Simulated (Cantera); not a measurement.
Input (Python, Cantera):

```python
import numpy as np
import cantera as ct

gas = ct.Solution("gri30.yaml")
gas.TPX = 1750, 130, {'C2H6': 1, 'N2': 1.5}
reactor = ct.IdealGasConstPressureReactor(gas, energy="off", clone=False)
net = ct.ReactorNet([reactor])
net.rtol, net.atol = 1e-08, 1e-18
show = ['C2H6', 'CH2', 'C2H', 'H', 'C2H4']
times = np.geomspace(0.0003, 20, 15)

steps = ct.SolutionArray(gas, extra=["t"])
rows = []
print(f"{'t/s':>10s}{'T/K':>9s}{'P/Pa':>11s}" + "".join(f"{s:>11s}" for s in show))
for t in times:
    while net.time < t:
        t_next = net.step()
        steps.append(gas.state, t=t_next)
    rows.append([np.interp(t, steps.t, y) for y in (steps.T, steps.P, *steps(*show).X.T)])
    print(f"{t:10.3e}{rows[-1][0]:9.1f}{rows[-1][1]:11.4g}" + "".join(f"{x:11.3e}" for x in rows[-1][2:]))
rate = np.gradient(steps.T, steps.t)
print("integrator steps:", len(steps.t))
if steps.T.max() > steps.T[0] + 200:
    print(f"time of steepest temperature rise: {steps.t[rate.argmax()]:.4e} s")
gas.TPX = 1750, 130, {'C2H6': 1, 'N2': 1.5}
gas.equilibrate("TP")
print(f"equilibrium (TP): T = {gas.T:.1f} K  " + "  ".join(f"{s} {gas[s].X[0]:.3e}" for s in show))
```

Result:

```
       t/s      T/K       P/Pa       C2H6        CH2        C2H          H       C2H4
 3.000e-04   1750.0        130  3.461e-01  5.985e-05  1.747e-10  6.358e-04  3.007e-03
 6.633e-04   1750.0        130  2.668e-01  1.359e-04  4.600e-08  1.669e-03  2.408e-02
 1.466e-03   1750.0        130  1.234e-01  2.115e-04  1.471e-06  3.265e-03  8.475e-02
 3.242e-03   1750.0        130  1.458e-02  1.901e-04  1.151e-05  5.619e-03  1.143e-01
 7.168e-03   1750.0        130  5.310e-04  7.387e-05  1.290e-05  3.855e-03  6.701e-02
 1.585e-02   1750.0        130  1.167e-04  2.747e-05  7.721e-06  2.072e-03  3.251e-02
 3.504e-02   1750.0        130  4.645e-05  1.236e-05  4.989e-06  1.294e-03  1.369e-02
 7.746e-02   1750.0        130  2.276e-05  6.810e-06  3.691e-06  9.513e-04  4.719e-03
 1.713e-01   1750.0        130  1.295e-05  4.547e-06  3.122e-06  8.130e-04  1.783e-03
 3.786e-01   1750.0        130  7.592e-06  3.464e-06  2.973e-06  7.886e-04  9.380e-04
 8.371e-01   1750.0        130  3.926e-06  2.825e-06  3.165e-06  8.584e-04  4.581e-04
 1.851e+00   1750.0        130  1.464e-06  2.257e-06  3.718e-06  1.030e-03  1.629e-04
 4.092e+00   1750.0        130  3.310e-07  1.725e-06  5.011e-06  1.409e-03  3.948e-05
 9.046e+00   1750.0        130  3.276e-08  1.204e-06  8.326e-06  2.356e-03  8.771e-06
 2.000e+01   1750.0        130  1.124e-09  4.969e-07  1.366e-05  3.866e-03  4.556e-06
integrator steps: 1615
equilibrium (TP): T = 1750.0 K  C2H6 2.954e-12  CH2 2.687e-08  C2H 1.098e-05  H 4.316e-03  C2H4 3.037e-06
```

Detailed kinetics in Cantera: GRI-Mech 3.0 (53 species, 325 reactions). GRI-Mech 3.0 stops at C3 and has no aromatics, soot or wall deposition, so with more carbon than oxygen in the feed, carbon stays in small species such as C2H2 where larger ones or solid carbon would form. Radical loss at walls, strong at low pressure, is not modelled.
